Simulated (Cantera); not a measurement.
A freely propagating, adiabatic, planar premixed flame of CH₃OH : O₂ : N₂ = 1 : 1.15 : 4.34 (molar parts), unburnt at 623 K and 10.0 bar; mixture-averaged transport, grid criteria slope 0.08 and curve 0.16, no radiation.

Computed with Cantera and GRI-Mech 3.0 (53 species, 325 reactions). GRI-Mech 3.0 was tuned for natural gas; its chemistry of methanol as a main component is partial and can be far from experiment. Burning velocities carry a grid error of a few per cent, more on coarse grids.

x: mole fraction of selected species; z is measured from the peak of heat release.

```csv
z (mm),T (K),u (m/s),x CH₃OH,x O₂,x CH₂O,x CH₂,x CH₄,x NO
-0.101,623,1.01,0.153,0.176,1.39e-6,<1e-8,1.76e-7,<1e-8
-0.0674,627,1.02,0.152,0.175,?,<1e-8,?,<1e-8
-0.0505,641,1.05,0.151,0.173,9.69e-5,<1e-8,5.67e-6,<1e-8
-0.0337,?,1.19,0.144,0.164,?,<1e-8,?,?
-0.0168,1057,1.83,0.107,0.129,0.00533,<1e-8,0.000127,4.66e-7
-0.00842,1414,2.54,0.0588,0.0918,0.0113,8.08e-8,0.000238,1.51e-6
0,1802,3.35,0.00810,0.0502,0.00713,8.08e-6,0.000345,3.73e-6
0.00842,1985,3.70,8.22e-5,0.0249,0.000243,4.08e-6,0.000152,6.34e-6
0.0168,2073,3.84,6.21e-7,0.0120,4.27e-6,8.36e-7,2.68e-5,8.90e-6
0.0337,2164,3.98,1.29e-8,0.00399,1.19e-7,3.68e-8,7.56e-7,1.26e-5
0.0674,2237,4.10,<1e-8,0.00132,1.09e-8,<1e-8,<1e-8,1.62e-5
0.135,2282,4.17,<1e-8,0.000429,<1e-8,<1e-8,<1e-8,1.87e-5
0.269,2304,4.21,<1e-8,0.000127,<1e-8,<1e-8,<1e-8,2.03e-5
```

Problem. Complete the blanks.

Solution. 
- -0.0674, x CH₂O: 1.57e-5
- -0.0674, x CH₄: 1.34e-6
- -0.0337, T (K): 715
- -0.0337, x CH₂O: 0.000716
- -0.0337, x CH₄: 2.70e-5
- -0.0337, x NO: 4.60e-8
